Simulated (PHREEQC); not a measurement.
Solution (20 °C): 0.0014 mol NaOH, 0.00037 mol Na2SiO3 and 0.05 mol (CH3)4NCl per kg of water. Closed to the air; pH follows from the charge balance.

Equilibrium calculation in PHREEQC: ion-association model, phreeqc.dat.

```
Property                   Value
----------------  --------------
pH                         11.32
ionic strength    0.0522 mol/kgw
total alkalinity     2.14 meq/kg
```

| species | molality | activity | log γ |
|---|---|---|---|
| Cl- | 0.0500 | 0.0406 | -0.090 |
| (CH3)4N+ | 0.0500 | 0.0408 | -0.089 |
| Na+ | 0.00214 | 0.00176 | -0.084 |
| OH- | 0.00178 | 0.00144 | -0.092 |
| H3SiO4- | 0.000353 | 0.000287 | -0.089 |
| H4SiO4 | 1.10e-5 | 1.11e-5 | 0.005 |
| H2SiO4-2 | 6.27e-6 | 2.94e-6 | -0.329 |

Precipitation was switched off in this run. (CH3)4N+ isn't in the database: it is added as a free cation with an ion size of 4 Å.
